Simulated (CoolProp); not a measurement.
Vapour-liquid equilibrium of dimethyl ether (1) + isobutane (2) at 213.6 K; x and y are mole fractions of (1).

Values from CoolProp's multi-fluid Helmholtz-energy mixture model, Wu 2011 and Bücker 2006; pair parameters Bell 2016.

| x | bubble pressure, mixture model (MPa) | bubble pressure, Raoult's law (MPa) | y, mixture model | y, Raoult's law |
|---|---|---|---|---|
| 0.05 | 0.01079 | 0.009891 | 0.158 | 0.084 |
| 0.125 | 0.01232 | 0.01043 | … | 0.200 |
| 0.2 | 0.01352 | 0.01096 | 0.417 | 0.304 |
| 0.275 | 0.01446 | 0.01150 | … | 0.399 |
| 0.35 | 0.01520 | 0.01204 | 0.550 | 0.485 |
| 0.425 | 0.01578 | 0.01257 | 0.599 | 0.564 |
| 0.5 | … | 0.01311 | 0.641 | 0.636 |
| 0.575 | 0.01659 | 0.01365 | 0.680 | 0.703 |
| 0.65 | 0.01687 | 0.01418 | 0.719 | 0.765 |
| 0.725 | 0.01706 | 0.01472 | 0.761 | 0.822 |
| 0.8 | 0.01716 | 0.01526 | 0.808 | 0.875 |
| 0.875 | … | 0.01579 | 0.865 | 0.925 |
| 0.95 | 0.01695 | 0.01633 | 0.938 | 0.971 |

Problem. Complete the blanks.

Solution. 
- 0.125, y, mixture model: 0.314
- 0.275, y, mixture model: 0.492
- 0.5, bubble pressure, mixture model (MPa): 0.01623
- 0.875, bubble pressure, mixture model (MPa): 0.01714

The largest gap from Raoult's law is +26.2 % in bubble pressure, at x = 0.35. y crosses x between x = 0.8 and 0.875: the model has an azeotrope there.

Pair parameters are fitted to limited data, so mixtures are less certain than the pure fluids.
